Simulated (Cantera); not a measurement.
Charge: 1 mol BCl₃, 2.9 mol O₂, 1.8 mol H₂, 5.5 mol H₂O, at 1.33 mbar.

These are equilibrium values from Cantera (NASA tables, ideal gas, pure condensed phases), not measurements of a reactor. Candidate condensed phases: B, B₂O₃, B₃O₃H₃, H₂O; 33 gas species. The tables' values for BOCl are old estimates; treat these amounts as uncertain. Gases not in the tables: H₃BO₃. The numbers say what is thermodynamically allowed, not how fast it happens. All values below are at 1573 K.

Base state: H₂O 0.476, HCl 0.246, O₂ 0.171, HBO₂ 0.0863, Cl 0.0177, OH 0.00156, B₂O₃ 0.000699, BO₂ 0.000346 (mole fractions); condensed: gas only.

Task: What changes in the equilibrium state with this change: H₂ from 1.8 to 4.2 mol?

Result: 
```json
[
 {"species": "H₂O", "before": "0.476", "after": "0.619"},
 {"species": "HCl", "before": "0.246", "after": "0.228"},
 {"species": "HBO₂", "before": "0.0863", "after": "0.0786"},
 {"species": "O₂", "before": "0.171", "after": "0.0607"},
 {"species": "Cl", "before": "0.0177", "after": "0.0111"},
 {"species": "Cl₂", "before": "4.81e-5", "after": "1.89e-5"},
 {"species": "H₂", "before": "0.000151", "after": "0.000330"},
 {"species": "O", "before": "0.000118", "after": "7.05e-5"},
 {"species": "BO₂", "before": "0.000346", "after": "0.000214"}
]
```
